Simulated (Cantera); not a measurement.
Charge: 1 mol V, 0.03 mol H₂O, held at 0.180 Torr.

Equilibrium computed with Cantera from the NASA thermochemical tables; the gas is ideal and each condensed phase is pure. Candidate condensed phases: H₂O, V, VO, V₂O₃, V₂O₄, V₂O₅; 12 gas species. Each liquid is taken as pure. Mutual solubility and eutectic melting of coexisting phases are not modelled. VO: taken at fixed stoichiometry. Condensed phases not in the tables: N, O or C dissolved in the metal. The numbers say what is thermodynamically allowed, not how fast it happens.

x: gas mole fraction; n: condensed amount in mol.

```tsv
T (K)	x H₂	x V	x H	x VO	x VO₂	n V(s)	n VO(s)	n VO(l)	n V(l)
1200	1.000	1.31e-11	1.27e-5	4.73e-12	<1e-12	0.970	0.0300	0	0
1350	1.000	(withheld)	(withheld)	(withheld)	(withheld)	0.970	0.0300	0	0
1500	0.999	(withheld)	(withheld)	(withheld)	(withheld)	0.970	0.0300	0	0
1650	0.994	1.51e-5	0.00585	1.05e-5	4.09e-7	0.970	0.0300	0	0
1800	0.976	0.000329	0.0228	0.000254	1.39e-5	0.970	0.0300	0	0
1950	0.920	0.00442	0.0710	0.00366	0.000264	0.970	0.0299	0	0
2100	0.749	0.0405	0.174	0.0332	0.00284	0.969	0	0.0286	0
2250	0.278	0.264	0.253	0.189	0.0165	0	0	0.0136	0.952
2400	0.00253	0.918	0.0517	0.0281	0.000122	0	0	0	0
```

**Question.** Complete the blanks.

**Answer.** 
- 1500, x V: 3.70e-7
- 1500, x H: 0.00114
- 1500, x VO: 2.22e-7
- 1500, x VO₂: 5.65e-9
- 1350, x V: 3.92e-9
- 1350, x H: 0.000154
- 1350, x VO: 1.90e-9
- 1350, x VO₂: 2.84e-11
